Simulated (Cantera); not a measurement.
Feed: 1 mol CO, 0.23 mol CO₂, at 2000 K and 41.0 mbar.

Equilibrium computed with Cantera from the NASA thermochemical tables; the gas is ideal and each condensed phase is pure. Candidate condensed phases: C; 12 gas species. Rates play no part.

Base state: CO 0.813, CO₂ 0.187 (mole fractions); condensed: gas only.

### Question
What changes in the equilibrium state with this change: CO replaced by toluene?

### Answer
| species | before | after |
|---|---|---|
| H₂ | 0 | 0.889 |
| CO | 0.813 | 0.103 |
| H | 0 | 0.00757 |
| CO₂ | 0.187 | 1.11e-8 |
| C₂H₂ (acetylene) | 0 | 0.000683 |
| CH₄ | 0 | 1.38e-5 |
| C(graphite), mol | 0 | 6.76 |
Further candidate phases: C₆H₆, C₇H₈, C₈H₁₈, H₂O.
